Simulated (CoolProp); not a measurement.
Values from CoolProp's reference Helmholtz-energy equation of state, Schmidt 1985.

Question: Give the vapour pressure (MPa), vapour density (kg/m³), liquid cp (kJ/(kg K)), surface tension (mN/m) of saturated oxygen at 112.3, 134.6, 139 K.

Answer: 
```csv
T (K),p (MPa),vapour density (kg/m³),liquid cp (kJ/(kg K)),surface tension (mN/m)
112.3,0.635,24.7,1.83,7.85
134.6,2.18,87.4,2.33,3.13
139,2.67,111,2.61,2.31
```

Surface tension comes from a separate correlation (Mulero 2012).
